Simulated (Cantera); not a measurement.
## Transport properties of process gases

Gas mixture: 7.78 % C2H4, 22.8 % CO2, 69.4 % CO, at 2670 Pa, frozen composition.

Cantera's kinetic-theory transport with the Lennard-Jones parameters of GRI-Mech 3.0, ideal gas; thermal conductivity in the multicomponent form. The composition is frozen, though it would react at the higher temperatures.

```csv
T (K),ρ (kg/m³),cp (J/kg/K),μ (µPa s),λ (mW/m/K),Pr,D (cm²/s) H2,D (cm²/s) H,D (cm²/s) N2
400,0.0254,1071,20.6,30.4,0.725,45.4,71.6,12.0
550,0.0185,1156,26.2,41.5,0.730,77.8,125,20.8
700,0.0145,1232,31.2,52.5,0.732,116,190,31.3
850,0.0119,1296,35.7,63.1,0.733,161,264,43.5
1000,0.0102,1350,39.9,73.4,0.734,211,347,57.1
1150,0.00883,1392,43.8,83.1,0.734,266,439,72.2
1300,0.00781,1427,47.6,92.5,0.734,326,539,88.5
1450,0.00700,1455,51.1,101,0.734,391,647,106
```
D: mixture-averaged diffusion coefficient of that species in the mixture.
